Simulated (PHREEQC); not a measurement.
Consider water at 20 °C with 0.13 mol CuCl2, 0.011 mol HBF4 and 0.00091 mol H3BO3 per kg of water. Closed to the air; pH follows from the charge balance.

Equilibrium calculation in PHREEQC: ion-association model, wateq4f.dat.

Problem. The ionic strength comes out as 0.366 mol/kgw. What activity coefficients do CuCl+, BF4-, H+, Cl-, BF2(OH)2- get?

Solution. CuCl+ 0.67, BF4- 0.62, H+ 0.78, Cl- 0.67, BF2(OH)2- 0.62.

Precipitation was switched off in this run. Real BF4- forms and hydrolyses slowly; the run takes it at equilibrium.
